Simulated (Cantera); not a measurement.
Cantera run, input and output.

```python
import numpy as np
import cantera as ct

gas = ct.Solution("gri30.yaml")
gas.TPX = 1300, 4200, {'N2O': 1, 'O2': 0.96}
reactor = ct.IdealGasConstPressureReactor(gas, energy="off", clone=False)
net = ct.ReactorNet([reactor])
net.rtol, net.atol = 1e-08, 1e-18
show = ['N2O', 'O2', 'NO', 'O', 'NO2', 'N2']
times = np.geomspace(1e-06, 20, 12)

steps = ct.SolutionArray(gas, extra=["t"])
rows = []
print(f"{'t/s':>10s}{'T/K':>9s}{'P/Pa':>11s}" + "".join(f"{s:>11s}" for s in show))
for t in times:
    while net.time < t:
        t_next = net.step()
        steps.append(gas.state, t=t_next)
    rows.append([np.interp(t, steps.t, y) for y in (steps.T, steps.P, *steps(*show).X.T)])
    print(f"{t:10.3e}{rows[-1][0]:9.1f}{rows[-1][1]:11.4g}" + "".join(f"{x:11.3e}" for x in rows[-1][2:]))
rate = np.gradient(steps.T, steps.t)
print("integrator steps:", len(steps.t))
if steps.T.max() > steps.T[0] + 200:
    print(f"time of steepest temperature rise: {steps.t[rate.argmax()]:.4e} s")
gas.TPX = 1300, 4200, {'N2O': 1, 'O2': 0.96}
gas.equilibrate("TP")
print(f"equilibrium (TP): T = {gas.T:.1f} K  " + "  ".join(f"{s} {gas[s].X[0]:.3e}" for s in show))
```

Result:

```
       t/s      T/K       P/Pa        N2O         O2         NO          O        NO2         N2
 1.000e-06   1300.0       4200  5.102e-01  4.898e-01  2.803e-11  3.779e-08  3.248e-20  3.796e-08
 4.610e-06   1300.0       4200  5.102e-01  4.898e-01  5.937e-10  1.726e-07  3.255e-18  1.763e-07
 2.125e-05   1300.0       4200  5.102e-01  4.898e-01  1.221e-08  7.641e-07  3.322e-16  8.401e-07
 9.799e-05   1300.0       4200  5.102e-01  4.898e-01  2.305e-07  2.936e-06  3.897e-14  4.373e-06
 4.518e-04   1300.0       4200  5.102e-01  4.898e-01  3.059e-06  6.820e-06  3.884e-12  2.588e-05
 2.083e-03   1300.0       4200  5.100e-01  4.898e-01  2.117e-05  7.630e-06  1.666e-10  1.396e-04
 9.602e-03   1300.0       4200  5.093e-01  4.899e-01  1.057e-04  7.630e-06  4.013e-09  6.663e-04
 4.427e-02   1300.0       4200  5.060e-01  4.904e-01  4.935e-04  7.630e-06  7.638e-08  3.083e-03
 2.041e-01   1300.0       4200  4.912e-01  4.925e-01  2.242e-03  7.627e-06  9.525e-07  1.399e-02
 9.410e-01   1300.0       4200  4.294e-01  5.014e-01  9.547e-03  7.609e-06  5.822e-06  5.957e-02
 4.338e+00   1300.0       4200  2.396e-01  5.288e-01  3.190e-02  7.500e-06  2.144e-05  1.996e-01
 2.000e+01   1300.0       4200  2.377e-02  5.604e-01  5.647e-02  5.828e-06  4.428e-05  3.593e-01
integrator steps: 790
equilibrium (TP): T = 1300.0 K  N2O 4.686e-09  O2 5.933e-01  NO 4.803e-04  O 6.692e-07  NO2 1.789e-06  N2 4.063e-01
```

Model: GRI-Mech 3.0 (53 species, 325 reactions), integrated in Cantera. GRI-Mech 3.0 was tuned for natural gas; its chemistry of N2O as a main component is partial and can be far from experiment. Radical loss at walls, strong at low pressure, is not modelled. The mechanism lacks the step 2 NO + O2 → 2 NO2, which can matter for NO2 below about 1400 K. The temperature is held fixed by assumption; the heat of reaction is taken as removed at once.
